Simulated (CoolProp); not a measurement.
Vapour-liquid equilibrium of propane (1) + R114 (2) at 283.7 K; x and y are mole fractions of (1).

Values from CoolProp's multi-fluid Helmholtz-energy mixture model, Lemmon 2009 and Platzer 1990; pair parameters Bell 2016. This equation is an older, rougher fit; its heat capacities, sound speeds and derivatives of the liquid may be far off and weren't checked against measurements.

| x | bubble pressure (kPa) | y at the bubble point | dew pressure at overall composition x (kPa) | liquid density (mol/L) |
|---|---|---|---|---|
| 0.05 | 168.8 | 0.250 | 137.3 | 8.871 |
| 0.2 | 267.8 | 0.580 | 159.7 | 9.208 |
| 0.35 | 350.4 | 0.722 | 190.4 | 9.573 |
| 0.5 | 422.5 | 0.807 | 234.9 | 9.970 |
| 0.65 | 489.3 | 0.871 | 303.6 | 10.41 |
| 0.8 | 554.9 | 0.927 | 415.5 | 10.90 |
| 0.95 | 622.9 | 0.981 | 583.4 | 11.45 |

No azeotrope shows between x = 0.05 and 0.95.

Pair parameters are fitted to limited data, so mixtures are less certain than the pure fluids.
